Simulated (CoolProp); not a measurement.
Computed with CoolProp (reference Helmholtz-energy equation of state, Zhou 2012).

Problem. For p-xylene, give the phase and the speed of sound (m/s), viscosity (µPa s), fugacity coefficient at 593 K and 4.39 bar; 620 K and 4.39 bar.

Solution. 
- 593 K and 4.39 bar: gas; speed of sound 208, viscosity 12.7, fugacity coefficient 0.947
- 620 K and 4.39 bar: gas; speed of sound 214, viscosity 13.3, fugacity coefficient 0.954

Viscosity comes from a separate model (Balogun 2015).
